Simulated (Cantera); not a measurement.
Thermodynamics of fluorocarbon and chlorocarbon gases, feed CH₃F + HCl + H₂

Charge: 1 mol CH₃F, 1.2 mol HCl, 0.43 mol H₂, at 1877 °C.

These are equilibrium values from Cantera (NASA tables, ideal gas, pure condensed phases), not measurements of a reactor. Candidate condensed phases: C, C₆H₆, C₇H₈, C₈H₁₈; 118 gas species. Equilibrium is a limit: real reactors are often held back by kinetics, nucleation or transport.

```
P (Pa)      x H   x H₂   x HCl   x HF     x Cl  x C₂H₂ (acetylene)       x F  n C(graphite)
------  -------  -----  ------  -----  -------  ------------------  --------  -------------
1         0.464  0.121  0.0594  0.188    0.167            0.000234  0.000522          0.995
3.60      0.322  0.210   0.120  0.212    0.135            0.000407  0.000236          0.996
13        0.197  0.285   0.187  0.235   0.0950            0.000551  0.000118          0.995
46        0.113  0.333   0.242  0.251   0.0603            0.000644   6.22e-5          0.995
170      0.0615  0.361   0.280  0.262   0.0349            0.000699   3.23e-5          0.995
600      0.0334  0.376   0.302  0.268   0.0196            0.000728   1.73e-5          0.995
2200     0.0176  0.384   0.315  0.272   0.0106            0.000744   9.03e-6          0.994
7700    0.00947  0.388   0.322  0.273  0.00575            0.000752   4.83e-6          0.994
28000   0.00498  0.391   0.326  0.274  0.00304            0.000757   2.54e-6          0.994
100000  0.00264  0.392   0.328  0.275  0.00162            0.000759   1.34e-6          0.994
```
x: gas mole fraction; n: condensed amount in mol.

From 0.00750 Torr to 750 Torr the condensed part is C(graphite). The main C-bearing gas is C₂H₂ (acetylene) throughout.
